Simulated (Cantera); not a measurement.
Mixture: CO : H2 : O2 : N2 = 1 : 0.16 : 0.387 : 1.45 (molar parts), at 11300 Torr, adiabatic and at constant volume. Ignition delay is the time to a rise of 400 K.

Detailed kinetics in Cantera: GRI-Mech 3.0 (53 species, 325 reactions). The hydrogen kinetics of GRI-Mech 3.0 are dated; newer H2 mechanisms differ, most at raised pressure. The pressure lies above the range GRI-Mech 3.0 was tuned for (to about 10 atm).

Problem. What does this change do: 0.095 parts H2O added?

Solution. 
| quantity | before | after |
|---|---|---|
| delay at 1100 K | 0.240 ms | 0.325 ms |
| delay at 1150 K | 89.8 µs | 0.128 ms |
| delay at 1200 K | 35.2 µs | 53.1 µs |
| delay at 1250 K | 15.2 µs | 23.3 µs |
| delay at 1300 K | 7.81 µs | 11.3 µs |
| delay at 1350 K | 4.81 µs | 6.36 µs |
| apparent activation energy between 1250 and 1350 K | 160 kJ/mol | 180 kJ/mol |

Problem. What does this change do: constant pressure in place of constant volume?

Solution. 
| quantity | before | after |
|---|---|---|
| delay at 1100 K | 0.240 ms | 0.270 ms |
| delay at 1150 K | 89.8 µs | 99.3 µs |
| delay at 1200 K | 35.2 µs | 38.2 µs |
| delay at 1250 K | 15.2 µs | 16.2 µs |
| delay at 1300 K | 7.81 µs | 8.34 µs |
| delay at 1350 K | 4.81 µs | 5.15 µs |
| apparent activation energy between 1250 and 1350 K | 160 kJ/mol | 160 kJ/mol |
